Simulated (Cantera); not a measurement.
Cantera run:

```python
import numpy as np
import cantera as ct

gas_names = """
    CL CLO CL2 O O2 O3 Si SiCL SiCL2 SiCL3 SiCL4 SiO SiO2 Si2 Si3
""".split()
cond_names = """
    Si(cr) Si(L) SiO2(Lqz) SiO2(hqz) SiO2(L)
""".split()


# ... load() reads the species with a 1 bar reference pressure and builds the phases ...
atoms = {
    'SiCl4': {'Si': 1, 'CL': 4},
    'O2': {'O': 2},
}
top_T = {}  # K; cautious upper limits of use, not melting points


# ... equilibrate(T, P, feed) seeds the gas with the atoms and calls Mixture.equilibrate('TP', solver="vcs", rtol=1e-11, max_steps=5000) ...
results = []
feed = {'SiCl4': 1, 'O2': 3}  # mol
T = 1575  # K
P = 133.322  # Pa
mix = equilibrate(T, P, feed)
results.append((T, P, feed, dict(zip(mix.species_names, mix.species_moles))))
x = sorted(zip(gas.X, gas.species_names), reverse=True)
print(f"T = {T:g} K  P = {P:g} Pa  gas = {mix.phase_moles(0):.4g} mol")
print("   x: " + "  ".join(f"{s} {v:.3e}" for v, s in x if v > 1e-05))
print("   condensed (mol): " + ("  ".join(f"{mix.phase(i).name} {mix.phase_moles(i):.4g}"
      for i in range(1, mix.n_phases) if mix.phase_moles(i) > 1e-12) or "none"))
```

Output:

```
T = 1575 K  P = 133.322 Pa  gas = 5.698 mol
   x: CL 5.958e-01  O2 3.508e-01  CL2 5.297e-02  CLO 2.891e-04  O 1.737e-04
   condensed (mol): SiO2(hqz) 1
```

Cantera equilibrium calculation (NASA polynomials, part measured and part estimated; ideal gas, pure solids and liquids). The tables hold silica as quartz up to 1696 K and as liquid above; real silica turns to tridymite and cristobalite and melts near 1996 K.
